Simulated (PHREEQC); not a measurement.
Consider water at 20 °C with 11 mmol/kgw K2CO3 and 0.54 mmol/kgw H3BO3. Closed to the air; pH follows from the charge balance.

Model: ion-association model, phreeqc.dat, run in PHREEQC.

```tsv
quantity	before	after
pH	11.02	10.92
H3BO3 (mol/kgw)	8.23e-6	5.32e-6
```

**Question.** Which change was made?
(A) temperature from 20 to 15 °C
(B) K2CO3 replaced by KH2PO4 at the same molality
(C) 0.0031 mol/kgw Na2CO3 added
(D) diluted 2-fold with water
(E) diluted 10-fold with water

**Answer.** D, diluted 2-fold with water

This is a speciation only: nothing precipitates in the calculation.
